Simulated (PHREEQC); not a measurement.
1 kg of water holding 0.11 mol MgCl2 and 0.043 mol NaCl is evaporated at 50 °C; the solids stay in contact with the brine. CO2 from the air is kept out. Solids allowed: Bischofite, Brucite, Halite, MgCl2_4H2O. Others were left out.

All values are PHREEQC results (Pitzer model, pitzer.dat), not measurements.

| water left (kg) | ionic strength | water activity | Halite (mol) | Mg in solution (mol/kgw) | Cl in solution (mol/kgw) | Na in solution (mol/kgw) |
|---|---|---|---|---|---|---|
| 1 | 0.373 | 0.994 | 0 | 0.110 | 0.263 | 0.0430 |
| 0.8219 | 0.454 | 0.992 | 0 | 0.134 | 0.320 | 0.0523 |
| 0.5552 | 0.672 | 0.988 | 0 | 0.198 | 0.474 | 0.0774 |
| 0.4563 | 0.817 | 0.986 | 0 | 0.241 | 0.576 | 0.0942 |
| 0.3082 | 1.21 | 0.978 | 0 | 0.357 | 0.853 | 0.140 |
| 0.2533 | 1.47 | 0.973 | 0 | 0.434 | 1.04 | 0.170 |
| 0.1711 | 2.18 | 0.957 | 0 | 0.643 | 1.54 | 0.251 |
| 0.1407 | 2.65 | 0.946 | 0 | 0.782 | 1.87 | 0.306 |
| 0.1156 | 3.23 | 0.931 | 0 | 0.951 | 2.27 | 0.372 |
| 0.07809 | 4.78 | 0.885 | 0 | 1.41 | 3.37 | 0.551 |
| 0.06418 | 5.81 | 0.849 | 0 | 1.71 | 4.10 | 0.670 |
| 0.04335 | 8.60 | 0.736 | 0 | 2.54 | 6.07 | 0.992 |
| 0.03564 | 10.5 | 0.652 | 0 | 3.09 | 7.38 | 1.21 |
| 0.02407 | 14.1 | 0.496 | 0.0332 | 4.57 | 9.55 | 0.408 |
| 0.01979 | 16.8 | 0.379 | 0.0400 | 5.56 | 11.3 | 0.151 |

Halite from water left = 0.0293 kg.

Constants without temperature data keep their 25 °C values here.
